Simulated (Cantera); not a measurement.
An isothermal, constant-pressure homogeneous reactor starts with CO : O2 : H2O : N2 = 0.0065 : 0.038 : 0.0022 : 1 (molar parts), equivalence ratio 0.086, at 1073 K and 4.00 bar.

Model: GRI-Mech 3.0 (53 species, 325 reactions), integrated in Cantera.

x: mole fraction; the columns are a selection and need not sum to one.

```csv
t (s),x CO,x O2,x H2O,x H2O2,x N2O,x NO,x H
3.00e-5,0.00621,0.0363,0.00210,<1e-12,<1e-12,<1e-12,<1e-12
0.000214,0.00621,0.0363,0.00210,<1e-12,<1e-12,<1e-12,2.80e-12
0.00152,0.00621,0.0363,0.00210,<1e-12,1.00e-11,<1e-12,2.03e-11
0.0109,0.00621,0.0363,0.00210,8.76e-10,4.07e-10,<1e-12,4.43e-10
0.0775,0.00581,0.0361,0.00210,3.03e-7,6.61e-8,1.60e-11,1.17e-8
0.552,___,0.0349,0.00210,___,___,7.21e-10,___
3.94,0.000202,0.0334,0.00211,9.24e-9,1.21e-6,3.07e-9,2.77e-10
28.1,1.10e-8,0.0333,0.00211,2.06e-11,3.05e-7,2.43e-8,<1e-12
200,1.06e-11,0.0333,0.00211,5.18e-12,4.95e-9,2.46e-8,<1e-12
```

Fill in the missing entries.


- 0.552, x CO: 0.00323
- 0.552, x H2O2: 1.94e-7
- 0.552, x N2O: 5.13e-7
- 0.552, x H: 6.57e-9
